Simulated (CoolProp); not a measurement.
Vapour-liquid equilibrium of benzene (1) + n-nonane (2) at 462.4 K; x and y are mole fractions of (1).

Values from CoolProp's multi-fluid Helmholtz-energy mixture model, Thol 2012 and Lemmon 2006; pair parameters Bell 2016.

```tsv
x	bubble pressure, mixture model (kPa)	bubble pressure, Raoult's law (kPa)	y, mixture model	y, Raoult's law
0.05	313.0	301.5	0.208	0.200
0.125	396.7	372.8	0.403	0.404
0.2	475.2	444.1	0.527	0.542
0.275	549.1	515.4	0.614	0.643
0.35	619.5	586.7	0.681	0.719
0.425	687.2	658.0	0.735	0.778
0.5	753.2	729.2	0.780	0.826
0.575	818.5	800.5	0.820	0.865
0.65	883.7	871.8	0.856	0.898
0.725	949.6	943.1	0.889	0.926
0.8	1017	1014	0.921	0.950
0.875	1086	1086	0.951	0.971
0.95	1156	1157	0.981	0.989
```

The largest gap from Raoult's law is +7.0 % in bubble pressure, at x = 0.2. No azeotrope shows between x = 0.05 and 0.95.

The pair parameters rest on a limited set of measurements; away from them the model extrapolates.
